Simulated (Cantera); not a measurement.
## N2O furnace oxynitridation

An isothermal, constant-pressure homogeneous reactor starts with N2O : H2O = 1 : 0.017 (molar parts), at 1500 K and 0.00740 bar.

Computed with Cantera and GRI-Mech 3.0 (53 species, 325 reactions). GRI-Mech 3.0 was tuned for natural gas; its chemistry of N2O as a main component is partial and can be far from experiment. Radical loss at walls, strong at low pressure, is not modelled. The temperature is held fixed by assumption; the heat of reaction is taken as removed at once.

```json
[
 {"t (s)": "6.00e-6", "x N2O": "0.983", "x H2O": "0.0167", "x H2O2": "<1e-12", "x H": "<1e-12", "x O2": "8.77e-9"},
 {"t (s)": "2.35e-5", "x N2O": "0.983", "x H2O": "0.0167", "x H2O2": "<1e-12", "x H": "<1e-12", "x O2": "1.32e-7"},
 {"t (s)": "9.21e-5", "x N2O": "0.983", "x H2O": "0.0167", "x H2O2": "<1e-12", "x H": "2.52e-11", "x O2": "1.90e-6"},
 {"t (s)": "0.000361", "x N2O": "0.983", "x H2O": "0.0167", "x H2O2": "7.79e-12", "x H": "1.32e-9", "x O2": "2.29e-5"},
 {"t (s)": "0.00141", "x N2O": "0.982", "x H2O": "0.0167", "x H2O2": "8.41e-10", "x H": "1.69e-8", "x O2": "0.000177"},
 {"t (s)": "0.00553", "x N2O": "0.980", "x H2O": "0.0167", "x H2O2": "3.84e-8", "x H": "7.61e-8", "x O2": "0.000856"},
 {"t (s)": "0.0217", "x N2O": "0.969", "x H2O": "0.0166", "x H2O2": "9.46e-8", "x H": "1.50e-7", "x O2": "0.00358"},
 {"t (s)": "0.0849", "x N2O": "0.928", "x H2O": "0.0163", "x H2O2": "3.67e-8", "x H": "1.70e-7", "x O2": "0.0140"},
 {"t (s)": "0.333", "x N2O": "0.789", "x H2O": "0.0155", "x H2O2": "9.19e-9", "x H": "1.93e-7", "x O2": "0.0501"},
 {"t (s)": "1.30", "x N2O": "0.445", "x H2O": "0.0136", "x H2O2": "1.55e-9", "x H": "2.72e-7", "x O2": "0.140"},
 {"t (s)": "5.11", "x N2O": "0.0685", "x H2O": "0.0115", "x H2O2": "2.77e-10", "x H": "4.92e-7", "x O2": "0.240"},
 {"t (s)": "20.0", "x N2O": "0.000194", "x H2O": "0.0112", "x H2O2": "1.12e-10", "x H": "1.86e-7", "x O2": "0.258"}
]
```
x: mole fraction; the columns are a selection and need not sum to one.

Equilibrium at this temperature and pressure: N2O 6.78e-9, H2O 0.0112, H2O2 1.14e-10, H 1.35e-7, O2 0.329 (gas phase only).
